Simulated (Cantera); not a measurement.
Input (Python, Cantera):

```python
import numpy as np
import cantera as ct

gas = ct.Solution("gri30.yaml")
gas.TPX = 1225, 810000, {'CH4': 1, 'O2': 2, 'N2': 19}
reactor = ct.IdealGasReactor(gas, energy="on", clone=False)
net = ct.ReactorNet([reactor])
net.rtol, net.atol = 1e-08, 1e-16
show = ['CH4', 'O2', 'CO2', 'NO', 'HO2', 'H2', 'H']
times = np.geomspace(2e-06, 0.2, 14)

steps = ct.SolutionArray(gas, extra=["t"])
rows = []
print(f"{'t/s':>10s}{'T/K':>9s}{'P/Pa':>11s}" + "".join(f"{s:>11s}" for s in show))
for t in times:
    while net.time < t:
        t_next = net.step()
        steps.append(gas.state, t=t_next)
    rows.append([np.interp(t, steps.t, y) for y in (steps.T, steps.P, *steps(*show).X.T)])
    print(f"{t:10.3e}{rows[-1][0]:9.1f}{rows[-1][1]:11.4g}" + "".join(f"{x:11.3e}" for x in rows[-1][2:]))
rate = np.gradient(steps.T, steps.t)
print("integrator steps:", len(steps.t))
if steps.T.max() > steps.T[0] + 200:
    print(f"time of steepest temperature rise: {steps.t[rate.argmax()]:.4e} s")
gas.TPX = 1225, 810000, {'CH4': 1, 'O2': 2, 'N2': 19}
gas.equilibrate("UV")
print(f"equilibrium (UV): T = {gas.T:.1f} K  " + "  ".join(f"{s} {gas[s].X[0]:.3e}" for s in show))
```

Result:

```
       t/s      T/K       P/Pa        CH4         O2        CO2         NO        HO2         H2          H
 2.000e-06   1225.0    8.1e+05  4.545e-02  9.091e-02  1.752e-17  2.260e-21  4.891e-09  3.987e-11  8.268e-12
 4.849e-06   1225.0    8.1e+05  4.545e-02  9.091e-02  2.095e-16  8.652e-21  1.181e-08  1.126e-10  9.992e-12
 1.176e-05   1225.0    8.1e+05  4.545e-02  9.091e-02  2.882e-15  3.653e-20  2.832e-08  3.477e-10  1.437e-11
 2.850e-05   1225.0    8.1e+05  4.545e-02  9.091e-02  4.627e-14  1.820e-19  6.685e-08  1.293e-09  2.631e-11
 6.910e-05   1225.0    8.1e+05  4.545e-02  9.091e-02  9.068e-13  1.087e-18  1.517e-07  6.320e-09  6.461e-11
 1.675e-04   1225.0    8.1e+05  4.545e-02  9.091e-02  2.300e-11  8.135e-18  3.090e-07  4.384e-08  2.241e-10
 4.062e-04   1225.0    8.1e+05  4.545e-02  9.091e-02  6.484e-10  7.404e-17  4.623e-07  3.928e-07  8.250e-10
 9.848e-04   1225.2  8.101e+05  4.542e-02  9.089e-02  7.043e-09  4.718e-16  6.057e-07  2.415e-06  1.550e-09
 2.388e-03   1225.7  8.105e+05  4.533e-02  9.083e-02  4.105e-08  2.250e-15  1.138e-06  1.162e-05  3.274e-09
 5.789e-03   1229.6   8.13e+05  4.479e-02  9.046e-02  6.420e-07  2.360e-14  3.499e-06  8.947e-05  1.572e-08
 1.403e-02   2393.1  1.588e+06  2.591e-16  2.239e-03  4.085e-02  7.936e-04  6.645e-07  1.628e-03  1.569e-04
 3.403e-02   2388.0  1.585e+06  3.228e-16  1.905e-03  4.063e-02  1.820e-03  5.799e-07  1.719e-03  1.575e-04
 8.249e-02   2387.8  1.585e+06  3.257e-16  1.892e-03  4.062e-02  1.861e-03  5.766e-07  1.722e-03  1.576e-04
 2.000e-01   2387.8  1.585e+06  3.257e-16  1.892e-03  4.062e-02  1.861e-03  5.766e-07  1.722e-03  1.576e-04
integrator steps: 2416
time of steepest temperature rise: 1.0516e-02 s
equilibrium (UV): T = 2387.8 K  CH4 3.959e-16  O2 1.892e-03  CO2 4.062e-02  NO 1.861e-03  HO2 5.766e-07  H2 1.722e-03  H 1.576e-04
```

Detailed kinetics in Cantera: GRI-Mech 3.0 (53 species, 325 reactions).
